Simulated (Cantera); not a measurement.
**AlF₃ + O₂ + N₂ (halide evaporation, hydrolysis and transport)**

Input: 1 mol AlF₃, 0.28 mol O₂, 9.4 mol N₂, at 2000 K and 0.620 bar.

These are equilibrium values from Cantera (NASA tables, ideal gas, pure condensed phases), not measurements of a reactor. Candidate condensed phases: Al, AlF₃, AlN, Al₂O₃; 30 gas species. The numbers say what is thermodynamically allowed, not how fast it happens.

```yaml
x(N₂): 0.863
x(AlF₃): 0.0541
x(AlF₂O): 0.0378
x(F): 0.0377
x(O₂): 0.00613
x(NO): 0.00137
x(O): 6.65e-5
x(Al₂F₆): 9.06e-6
x(F₂): 4.11e-6
gas_amount: 10.89 mol
log10 activity of Al(l) (absent): -21.05
```
